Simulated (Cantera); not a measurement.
Equilibrium for boron, boron nitride and boron oxide: B2O3 + NH3 + H2

Feed: 1 mol B2O3, 0.48 mol NH3, 2.8 mol H2, equilibrated at 1673.15 K.

These are equilibrium values from Cantera (NASA tables, ideal gas, pure condensed phases), not measurements of a reactor. Candidate condensed phases: B, BN, B2O3, B3O3H3, H2O; 39 gas species. Mutual solubility and eutectic melting of coexisting phases are not modelled. Gases not in the tables: H3BO3. Kinetics and transport are ignored.

```json
[
 {"P (Pa)": "10", "x H2": "0.675", "x B2O3": "0.142", "x HBO2": "0.0647", "x N2": "0.0499", "x HBO": "0.0373", "x B2O2": "0.0101", "x BO": "0.0107", "n B2O3(l)": "0", "n BN(s)": "0"},
 {"P (Pa)": "63", "x H2": "0.682", "x B2O3": "0.145", "x HBO2": "0.0631", "x N2": "0.0502", "x HBO": "0.0394", "x B2O2": "0.0112", "x BO": "0.00448", "n B2O3(l)": "0", "n BN(s)": "0"},
 {"P (Pa)": "400", "x H2": "0.708", "x B2O3": "0.127", "x HBO2": "0.0585", "x N2": "0.0518", "x HBO": "0.0389", "x B2O2": "0.0105", "x BO": "0.00172", "n B2O3(l)": "0.131", "n BN(s)": "0"},
 {"P (Pa)": "2500", "x H2": "0.872", "x B2O3": "0.0204", "x HBO2": "0.0223", "x N2": "0.0610", "x HBO": "0.0201", "x B2O2": "0.00228", "x BO": "0.000322", "n B2O3(l)": "0.827", "n BN(s)": "0"},
 {"P (Pa)": "16000", "x H2": "0.915", "x B2O3": "0.00318", "x HBO2": "0.00896", "x N2": "0.0626", "x HBO": "0.00820", "x B2O2": "0.000361", "x BO": "5.06e-5", "n B2O3(l)": "0.952", "n BN(s)": "0.00355"},
 {"P (Pa)": "100000", "x H2": "0.927", "x B2O3": "0.000509", "x HBO2": "0.00490", "x N2": "0.0624", "x HBO": "0.00244", "x B2O2": "3.14e-5", "x BO": "5.96e-6", "n B2O3(l)": "0.979", "n BN(s)": "0.00965"}
]
```
x: gas mole fraction; n: condensed amount in mol.

From 0.000100 bar to 0.000630 bar nothing is condensed. From 0.00400 bar to 0.0250 bar the condensed part is B2O3(l). From 0.160 bar to 1.00 bar the condensed part is BN(s) + B2O3(l).
